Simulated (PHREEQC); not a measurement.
Make-up at 80 °C: 0.048 mol/kgw HF, 0.055 mol/kgw CuSO4 and 0.00049 mol/kgw KCl. It is in equilibrium with CO2 at log p = -3.5 (atm). Otherwise closed; pH follows from the charge balance.

Computed with PHREEQC (ion-association model, wateq4f.dat).

No solid was allowed to form.

Question: Predict the pH, ionic strength.

Answer: pH 2.75; ionic strength 0.122 mol/kgw.

Question: In which forms is F present?

Answer: HF 76 %, F- 14 %, HF2- 4.5 %, CuF+ 3.9 %, H2F2 1.7 % of the F.

Away from 25 °C the constants follow the database's enthalpies or fits; those with neither stay at their 25 °C values.
